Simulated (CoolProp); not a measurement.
Vapour-liquid equilibrium of R143a (1) + R236FA (2) at -75.15 °C; x and y are mole fractions of (1).

Model: multi-fluid Helmholtz-energy mixture model, Lemmon and Jacobsen 2000 and Pan 2012; pair parameters Bell 2016, in CoolProp.

```csv
x,bubble pressure (kPa),y at the bubble point,dew pressure at overall composition x (kPa),liquid density (mol/L)
0.05,1.997,0.491,1.122,11.06
0.2,4.901,0.825,1.319,11.55
0.35,7.947,0.913,1.599,12.06
0.5,11.08,0.952,2.031,12.62
0.65,14.26,0.974,2.782,13.21
0.8,17.45,0.988,4.419,13.84
0.95,20.63,0.997,10.86,14.52
```

No azeotrope shows between x = 0.05 and 0.95.

The pair parameters rest on a limited set of measurements; away from them the model extrapolates.
